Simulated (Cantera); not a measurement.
An isothermal, constant-pressure homogeneous reactor starts with CH4 : H2 = 1 : 21 (molar parts), at 1848 K and 1.00 bar. Integrator tolerance rtol = 1e-08.

Computed with Cantera and GRI-Mech 3.0 (53 species, 325 reactions). GRI-Mech 3.0 stops at C3 and has no aromatics, soot or wall deposition, so with more carbon than oxygen in the feed, carbon stays in small species such as C2H2 where larger ones or solid carbon would form.

Question: What does this change do: temperature 1848 to 1375 K?

Answer: 
```tsv
quantity	before	after
x(CH4) at 3.00 s	0.00539 (gas-phase equilibrium 0.00539)	0.0449 (gas-phase equilibrium 0.0447)
x(H2) at 3.00 s	0.975 (gas-phase equilibrium 0.975)	0.955 (gas-phase equilibrium 0.955)
x(C2H6) at 3.00 s	3.05e-7 (gas-phase equilibrium 3.05e-7)	3.68e-6 (gas-phase equilibrium 4.15e-6)
x(C2H4) at 3.00 s	0.000308 (gas-phase equilibrium 0.000308)	0.000147 (gas-phase equilibrium 0.000178)
x(C2H2) at 3.00 s	0.0188 (gas-phase equilibrium 0.0188)	0.000137 (gas-phase equilibrium 0.000169)
```
